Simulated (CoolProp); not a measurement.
Water along the isobar 23900 kPa: fugacity coefficient from the reference equation and from simpler models built on Tc = 373.9 °C, pc = 22060 kPa, ω = 0.344; each cubic takes its own stable root.

Model: reference Helmholtz-energy equation of state, Wagner 2002, in CoolProp.

| T (°C) | phase | reference |
|---|---|---|
| 73.65 | liquid | 0.001763 |
| 94.15 | liquid | 0.003915 |
| 114.65 | liquid | 0.007877 |
| 135.05 | liquid | 0.01454 |
| 155.55 | liquid | 0.02508 |
| 175.95 | liquid | 0.04062 |
| 196.45 | liquid | 0.06258 |
| 216.95 | liquid | 0.09209 |
| 237.35 | liquid | 0.1300 |
| 257.85 | liquid | 0.1774 |
| 278.25 | liquid | 0.2342 |
| 298.75 | liquid | 0.3010 |
| 319.25 | liquid | 0.3769 |

How far does each simpler model (van der Waals, Redlich-Kwong, Soave-Redlich-Kwong, Peng-Robinson) lie from the reference over these 13 states: mean and median of the absolute difference, and the worst?


- van der Waals: mean 630.2 %, median 268.8 %, worst +2828.0 % at 73.65 °C and 23900 kPa
- Redlich-Kwong: mean 105.0 %, median 84.4 %, worst +259.7 % at 73.65 °C and 23900 kPa
- Soave-Redlich-Kwong: mean 6.4 %, median 7.4 %, worst +8.8 % at 257.85 °C and 23900 kPa
- Peng-Robinson: mean 3.5 %, median 4.0 %, worst +5.0 % at 237.35 °C and 23900 kPa
